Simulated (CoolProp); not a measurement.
Vapour-liquid equilibrium of methane (1) + ethane (2) at 0.177 MPa; x and y are mole fractions of (1).

Model: multi-fluid Helmholtz-energy mixture model, Setzmann 1991 and Bücker 2006; pair parameters Kunz 2012, in CoolProp.

```csv
x,"bubble temperature, mixture model (K)","bubble temperature, Raoult's law (K)","y, mixture model","y, Raoult's law"
0.05,171.4,172.8,0.736,0.726
0.2,142.2,145.9,0.976,0.970
0.35,132.6,135.4,0.993,0.991
0.5,127.5,129.3,0.997,0.997
0.65,124.3,125.2,0.998,0.999
0.8,121.8,122.1,0.999,0.999
0.95,119.6,119.6,1.000,1.000
```

The largest gap from Raoult's law is -3.7 K in bubble temperature, at x = 0.2. No azeotrope shows between x = 0.05 and 0.95.

Pair parameters are fitted to limited data, so mixtures are less certain than the pure fluids.
